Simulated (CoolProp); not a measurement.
Vapour-liquid equilibrium of CH2F2 (R32) (1) + R1234yf (2) at -36.35 °C; x and y are mole fractions of (1).

Computed with CoolProp (multi-fluid Helmholtz-energy mixture model, Tillner-Roth 1997 and Lemmon 2022; pair parameters Bell 2023).

```
x     bubble pressure, mixture model (bar)  bubble pressure, Raoult's law (bar)  y, mixture model  y, Raoult's law
----  ------------------------------------  -----------------------------------  ----------------  ---------------
0.05                                0.8670                               0.8080             0.183            0.129
0.15                                 1.103                               0.9427             0.416            0.332
0.25                                 1.309                                1.077             0.556            0.484
0.35                                 1.483                                1.212             0.648            0.603
0.45                                 1.626                                1.347             0.714            0.698
0.55                                 1.744                                1.481             0.766            0.775
0.65                                 1.843                                1.616             0.811            0.840
0.75                                 1.927                                1.751             0.855            0.894
0.85                                 2.001                                1.885             0.903            0.941
0.95                                 2.063                                2.020             0.963            0.982
```

The largest gap from Raoult's law is +22.4 % in bubble pressure, at x = 0.35. No azeotrope shows between x = 0.05 and 0.95.

The pair parameters rest on a limited set of measurements; away from them the model extrapolates.
